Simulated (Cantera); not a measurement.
A perfectly stirred reactor is fed with C2H6 : N2 = 1 : 37 (molar parts), at 0.000970 bar; it is held at 1975 K, and followed from long to short residence time.

Model: GRI-Mech 3.0 (53 species, 325 reactions), integrated in Cantera. GRI-Mech 3.0 stops at C3 and has no aromatics, soot or wall deposition, so with more carbon than oxygen in the feed, carbon stays in small species such as C2H2 where larger ones or solid carbon would form. Radical loss at walls, strong at low pressure, is not modelled.

Q: What does this change do: N2 37 to 190 parts?

A: 
```tsv
quantity	before	after
x(C2H6) at τ = 14.0 s	1.43e-6	3.56e-7
x(CH2) at τ = 14.0 s	9.24e-6	4.31e-6
x(C2H2) at τ = 14.0 s	0.0235	0.00430
x(CH4) at τ = 14.0 s	0.000497	0.000125
x(C2H4) at τ = 14.0 s	1.20e-5	4.46e-6
x(C2H6) at τ = 73.0 ms	0.000253	6.32e-5
x(CH2) at τ = 73.0 ms	9.13e-5	4.13e-5
x(C2H2) at τ = 73.0 ms	0.0190	0.00337
x(CH4) at τ = 73.0 ms	0.00387	0.000579
x(C2H4) at τ = 73.0 ms	0.00143	0.000444
```
